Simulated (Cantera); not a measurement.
What does this Cantera script print?

```python
import numpy as np
import cantera as ct

gas = ct.Solution("h2o2.yaml")
gas.TPX = 350, 41000, {'H2': 1, 'O2': 0.515, 'N2': 1.49}
flame = ct.FreeFlame(gas, width=0.075)
flame.set_refine_criteria(ratio=3, slope=0.08, curve=0.16)
flame.transport_model = "mixture-averaged"
flame.solve(loglevel=0, auto=True)
flame.transport_model = "multicomponent"
flame.soret_enabled = False
flame.solve(loglevel=0, refine_grid=True)
z, T = flame.grid, flame.T
thick = (T[-1] - T[0]) / np.gradient(T, z).max()
show = ['H2', 'O2', 'O', 'HO2', 'OH', 'H']
print(f"laminar burning velocity  {flame.velocity[0] * 100:.3f} cm/s")
print(f"burnt temperature         {T[-1]:.1f} K")
print(f"thermal thickness         {thick * 1e3:.4f} mm")
print(f"grid points               {len(z)}")
z0 = z[flame.heat_release_rate.argmax()]
print(f"{'z/mm':>9s}{'T/K':>9s}{'u/(m/s)':>9s}" + "".join(f"{s:>11s}" for s in show))
rows = []
for k in (-3, -2, -1.5, -1, -0.5, -0.25, 0, 0.25, 0.5, 1, 2, 4, 8):
    zz = z0 + k * thick
    rows.append([k * thick, np.interp(zz, z, T), np.interp(zz, z, flame.velocity),
                 *(np.interp(zz, z, flame.X[gas.species_index(s)]) for s in show)])
    print(f"{rows[-1][0] * 1e3:9.3f}{rows[-1][1]:9.1f}{rows[-1][2]:9.3f}" + "".join(f"{x:11.3e}" for x in rows[-1][3:]))
```

Result:

```
laminar burning velocity  348.425 cm/s
burnt temperature         2506.3 K
thermal thickness         1.1275 mm
grid points               118
     z/mm      T/K  u/(m/s)         H2         O2          O        HO2         OH          H
   -3.382    350.0    3.484  3.328e-01  1.714e-01  4.000e-15  1.004e-14  1.315e-17  2.282e-18
   -2.255    350.0    3.484  3.328e-01  1.714e-01  5.052e-13  2.625e-12  1.749e-15  3.008e-16
   -1.691    350.0    3.484  3.328e-01  1.714e-01  9.089e-12  6.950e-11  4.339e-14  6.963e-15
   -1.127    350.0    3.484  3.328e-01  1.714e-01  3.974e-10  6.089e-09  1.759e-11  2.575e-12
   -0.564    354.2    3.518  3.310e-01  1.718e-01  4.668e-07  3.202e-05  3.050e-06  1.392e-06
   -0.282    605.2    5.854  2.979e-01  1.680e-01  1.606e-04  1.983e-04  1.176e-03  4.472e-03
    0.000   1127.5   10.444  1.741e-01  1.254e-01  5.840e-03  5.897e-05  3.276e-03  4.319e-02
    0.282   1465.6   13.396  7.024e-02  5.741e-02  1.484e-02  2.338e-05  1.061e-02  7.141e-02
    0.564   1619.9   14.706  5.290e-02  4.078e-02  1.623e-02  1.444e-05  1.474e-02  6.740e-02
    1.127   1780.9   16.004  5.180e-02  3.562e-02  1.497e-02  1.035e-05  1.827e-02  5.426e-02
    2.255   1956.7   17.368  5.027e-02  3.128e-02  1.249e-02  7.220e-06  2.115e-02  4.003e-02
    4.510   2127.6   18.641  4.616e-02  2.691e-02  9.551e-03  4.941e-06  2.256e-02  2.753e-02
    9.020   2285.5   19.774  3.987e-02  2.264e-02  6.683e-03  3.580e-06  2.220e-02  1.751e-02
```

Cantera simulation using the H2/O2 subset of GRI-Mech 3.0, which has no nitrogen chemistry; the numbers are that mechanism's predictions, not measurements. Burning velocities carry a grid error of a few per cent, more on coarse grids.
